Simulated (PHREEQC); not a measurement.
Dissolve 1.3 mmol/kgw KHCO3 and 11 mmol/kgw K2HPO4 at 25 °C. Closed to the air; pH follows from the charge balance.

Computed with PHREEQC (ion-association model, wateq4f.dat).

This is a speciation only: nothing precipitates in the calculation.

Task: What pH, ionic strength does the model give?

Result: pH 8.98; ionic strength 0.0338 mol/kgw.

Task: In which forms is P present?

Result: HPO4-2 97 %, KHPO4- 2.2 %, H2PO4- 1.0 % of the P.

Complexes and solids missing from the database can't appear. H3PO4, which wateq4f.dat lacks, is added to it with the constant of phreeqc.dat.
